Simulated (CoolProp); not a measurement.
Properties of sulfur dioxide along the isotherm 525 K (Tc = 430.6 K, pc = 7887 kPa, ω = 0.256).

The numbers come from the reference Helmholtz-energy equation of state, Gao 2016 in CoolProp.

| p (kPa) | phase | Z | Joule-Thomson coefficient (K/MPa) |
|---|---|---|---|
| 111 | gas | 0.9976 | 7.537 |
| 197 | gas | 0.9957 | 7.536 |
| 350 | gas | 0.9924 | 7.533 |
| 622 | gas | 0.9865 | 7.528 |
| 1110 | gas | 0.9759 | 7.516 |
| 1970 | gas | 0.9568 | 7.490 |
| 3500 | gas | 0.9222 | 7.422 |
| 6220 | gas | 0.8589 | 7.206 |
| 11100 | supercritical | 0.7423 | 6.395 |
| 19700 | supercritical | 0.5879 | 3.608 |
| 35000 | supercritical | 0.6505 | 0.9588 |
